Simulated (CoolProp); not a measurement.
Vapour-liquid equilibrium of R125 (1) + R115 (2) at 199.4 K; x and y are mole fractions of (1).

The numbers come from the multi-fluid Helmholtz-energy mixture model, Lemmon 2005 and Lemmon 2016; pair parameters Bell 2016 in CoolProp.

Question: Give the bubble pressure and the first vapour's composition at x = 0.05, 0.45, 0.65. Is there an azeotrope?

Answer: x = 0.05: 0.1765 bar, y = 0.149; x = 0.45: 0.2454 bar, y = 0.576; x = 0.65: 0.2544 bar, y = 0.681. y crosses x between x = 0.65 and 0.75: the model has an azeotrope there.

The pair parameters rest on a limited set of measurements; away from them the model extrapolates.
